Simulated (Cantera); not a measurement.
Feed: 1 mol AlN, 0.39 mol C, 2 mol N₂, equilibrated at 3023.15 K and 0.0660 bar.

Equilibrium computed with Cantera from the NASA thermochemical tables; the gas is ideal and each condensed phase is pure. Candidate condensed phases: Al, AlN, C; 16 gas species. Kinetics and transport are ignored.

Base state: N₂ 0.698, Al 0.282, CN 0.0121, C₃ 0.00604, C 0.000956, C₂N₂ 0.000724, C₂ 0.000616, C₅ 0.000118 (mole fractions); condensed: C(graphite).

Problem. What changes in the equilibrium state with this change: temperature from 3023.15 K to 1525 K?

Solution. 
```
species             before    after
----------------  --------  -------
N₂                   0.698     1.00
Al                   0.282  8.42e-9
C₂N₂              0.000724  5.22e-9
CN                  0.0121    <1e-9
C₃                 0.00604    <1e-9
C                 0.000956    <1e-9
C₂                0.000616    <1e-9
C(graphite), mol     0.267    0.390
AlN(s), mol              0     1.00
```
